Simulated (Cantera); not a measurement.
What does this Cantera script print?

```python
import numpy as np
import cantera as ct

gas = ct.Solution("h2o2.yaml")
gas.TPX = 498, 790000, {'H2': 1, 'O2': 0.192, 'N2': 0.723}
flame = ct.FreeFlame(gas, width=0.0094)
flame.set_refine_criteria(ratio=3, slope=0.08, curve=0.16)
flame.transport_model = "mixture-averaged"
flame.solve(loglevel=0, auto=True)
z, T = flame.grid, flame.T
thick = (T[-1] - T[0]) / np.gradient(T, z).max()
show = ['H2', 'O2', 'H2O2', 'OH', 'H2O', 'HO2']
print(f"laminar burning velocity  {flame.velocity[0] * 100:.3f} cm/s")
print(f"burnt temperature         {T[-1]:.1f} K")
print(f"thermal thickness         {thick * 1e3:.4f} mm")
print(f"grid points               {len(z)}")
z0 = z[flame.heat_release_rate.argmax()]
print(f"{'z/mm':>9s}{'T/K':>9s}{'u/(m/s)':>9s}" + "".join(f"{s:>11s}" for s in show))
rows = []
for k in (-3, -2, -1.5, -1, -0.5, -0.25, 0, 0.25, 0.5, 1, 2, 4, 8):
    zz = z0 + k * thick
    rows.append([k * thick, np.interp(zz, z, T), np.interp(zz, z, flame.velocity),
                 *(np.interp(zz, z, flame.X[gas.species_index(s)]) for s in show)])
    print(f"{rows[-1][0] * 1e3:9.3f}{rows[-1][1]:9.1f}{rows[-1][2]:9.3f}" + "".join(f"{x:11.3e}" for x in rows[-1][3:]))
```

Output:

```
laminar burning velocity  510.223 cm/s
burnt temperature         2046.9 K
thermal thickness         0.0335 mm
grid points               117
     z/mm      T/K  u/(m/s)         H2         O2       H2O2         OH        H2O        HO2
   -0.101    498.0    5.102  5.222e-01  1.003e-01  1.268e-11  5.190e-14  4.537e-09  2.355e-10
   -0.067    498.1    5.103  5.221e-01  1.003e-01  1.025e-09  4.878e-12  2.581e-07  1.811e-08
   -0.050    498.6    5.106  5.219e-01  1.003e-01  1.257e-08  5.806e-11  2.621e-06  2.174e-07
   -0.034    503.6    5.143  5.204e-01  1.006e-01  3.828e-07  2.404e-09  5.763e-05  6.483e-06
   -0.017    612.7    6.092  5.031e-01  1.015e-01  3.998e-05  4.194e-05  5.037e-03  7.004e-04
   -0.008    919.7    8.858  4.683e-01  9.135e-02  8.870e-05  5.307e-04  3.534e-02  8.959e-04
    0.000   1288.6   12.164  4.196e-01  6.539e-02  3.579e-05  9.181e-04  9.296e-02  4.251e-04
    0.008   1548.6   14.534  3.759e-01  3.476e-02  5.694e-06  1.360e-03  1.523e-01  1.988e-04
    0.017   1691.3   15.850  3.509e-01  1.500e-02  2.104e-06  1.480e-03  1.897e-01  8.228e-05
    0.034   1809.3   16.906  3.381e-01  2.570e-03  6.790e-07  1.397e-03  2.139e-01  1.335e-05
    0.067   1891.0   17.587  3.404e-01  1.627e-04  1.980e-07  1.173e-03  2.197e-01  8.333e-07
    0.134   1952.8   18.083  3.456e-01  1.082e-05  7.890e-08  8.404e-04  2.213e-01  8.405e-08
    0.268   1995.5   18.419  3.496e-01  2.918e-06  3.073e-08  5.256e-04  2.224e-01  2.717e-08
```

Detailed kinetics in Cantera: the H2/O2 subset of GRI-Mech 3.0, which has no nitrogen chemistry. The hydrogen kinetics of GRI-Mech 3.0 are dated; newer H2 mechanisms differ, most at raised pressure. Burning velocities carry a grid error of a few per cent, more on coarse grids.
